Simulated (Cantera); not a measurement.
**Thermodynamics of titanium nitride, carbide and oxide coatings, feed Ti + C₃H₈ + H₂**

A closed system holds: 1 mol Ti, 2.7 mol C₃H₈, 57 mol H₂, at 0.310 bar.

Method: chemical equilibrium by Gibbs-energy minimisation in Cantera with the NASA 1993 tables (ideal gas, pure condensed phases). Candidate condensed phases: C, C₆H₆, C₇H₈, C₈H₁₈, Ti, TiC; 77 gas species. TiC: taken at fixed stoichiometry. Kinetics and transport are ignored.

```json
[
 {"T (°C)": "1050", "x H₂": "0.998", "x CH₄": "0.00210", "x H": "2.85e-6", "x C₂H₂ (acetylene)": "8.24e-7", "x CH₃": "1.18e-7", "x C₂H₄": "5.42e-7", "x C₄H₂": "<1e-12", "x C₂H₂ (vinylidene)": "<1e-12", "n C(graphite)": "6.96", "n TiC(s)": "1.00"},
 {"T (°C)": "1100", "x H₂": "0.998", "x CH₄": "0.00156", "x H": "5.98e-6", "x C₂H₂ (acetylene)": "1.73e-6", "x CH₃": "1.86e-7", "x C₂H₄": "6.10e-7", "x C₄H₂": "1.12e-12", "x C₂H₂ (vinylidene)": "1.11e-12", "n C(graphite)": "6.99", "n TiC(s)": "1.00"},
 {"T (°C)": "1150", "x H₂": "0.999", "x CH₄": "0.00118", "x H": "1.19e-5", "x C₂H₂ (acetylene)": "3.43e-6", "x CH₃": "2.83e-7", "x C₂H₄": "6.82e-7", "x C₄H₂": "4.46e-12", "x C₂H₂ (vinylidene)": "3.87e-12", "n C(graphite)": "7.02", "n TiC(s)": "1.00"},
 {"T (°C)": "1200", "x H₂": "0.999", "x CH₄": "0.000908", "x H": "2.27e-5", "x C₂H₂ (acetylene)": "6.50e-6", "x CH₃": "4.17e-7", "x C₂H₄": "7.55e-7", "x C₄H₂": "1.61e-11", "x C₂H₂ (vinylidene)": "1.24e-11", "n C(graphite)": "7.04", "n TiC(s)": "1.00"},
 {"T (°C)": "1250", "x H₂": "0.999", "x CH₄": "0.000713", "x H": "4.15e-5", "x C₂H₂ (acetylene)": "1.18e-5", "x CH₃": "6.01e-7", "x C₂H₄": "8.30e-7", "x C₄H₂": "5.35e-11", "x C₂H₂ (vinylidene)": "3.65e-11", "n C(graphite)": "7.05", "n TiC(s)": "1.00"},
 {"T (°C)": "1300", "x H₂": "0.999", "x CH₄": "0.000568", "x H": "7.30e-5", "x C₂H₂ (acetylene)": "2.06e-5", "x CH₃": "8.44e-7", "x C₂H₄": "9.07e-7", "x C₄H₂": "1.64e-10", "x C₂H₂ (vinylidene)": "1.01e-10", "n C(graphite)": "7.06", "n TiC(s)": "1.00"},
 {"T (°C)": "1350", "x H₂": "0.999", "x CH₄": "0.000459", "x H": "0.000124", "x C₂H₂ (acetylene)": "3.48e-5", "x CH₃": "1.16e-6", "x C₂H₄": "9.85e-7", "x C₄H₂": "4.71e-10", "x C₂H₂ (vinylidene)": "2.60e-10", "n C(graphite)": "7.06", "n TiC(s)": "1.00"},
 {"T (°C)": "1400", "x H₂": "0.999", "x CH₄": "0.000376", "x H": "0.000204", "x C₂H₂ (acetylene)": "5.69e-5", "x CH₃": "1.57e-6", "x C₂H₄": "1.06e-6", "x C₄H₂": "1.27e-9", "x C₂H₂ (vinylidene)": "6.35e-10", "n C(graphite)": "7.07", "n TiC(s)": "1.00"},
 {"T (°C)": "1450", "x H₂": "0.999", "x CH₄": "0.000311", "x H": "0.000327", "x C₂H₂ (acetylene)": "9.04e-5", "x CH₃": "2.07e-6", "x C₂H₄": "1.14e-6", "x C₄H₂": "3.21e-9", "x C₂H₂ (vinylidene)": "1.47e-9", "n C(graphite)": "7.07", "n TiC(s)": "1.00"},
 {"T (°C)": "1500", "x H₂": "0.999", "x CH₄": "0.000261", "x H": "0.000511", "x C₂H₂ (acetylene)": "0.000140", "x CH₃": "2.70e-6", "x C₂H₄": "1.23e-6", "x C₄H₂": "7.71e-9", "x C₂H₂ (vinylidene)": "3.24e-9", "n C(graphite)": "7.06", "n TiC(s)": "1.00"},
 {"T (°C)": "1550", "x H₂": "0.999", "x CH₄": "0.000221", "x H": "0.000778", "x C₂H₂ (acetylene)": "0.000211", "x CH₃": "3.47e-6", "x C₂H₄": "1.31e-6", "x C₄H₂": "1.77e-8", "x C₂H₂ (vinylidene)": "6.83e-9", "n C(graphite)": "7.06", "n TiC(s)": "1.00"},
 {"T (°C)": "1600", "x H₂": "0.998", "x CH₄": "0.000188", "x H": "0.00116", "x C₂H₂ (acetylene)": "0.000312", "x CH₃": "4.39e-6", "x C₂H₄": "1.39e-6", "x C₄H₂": "3.87e-8", "x C₂H₂ (vinylidene)": "1.38e-8", "n C(graphite)": "7.04", "n TiC(s)": "1.00"}
]
```
x: gas mole fraction; n: condensed amount in mol.

From 1050 °C to 1600 °C the condensed part is C(graphite) + TiC(s).
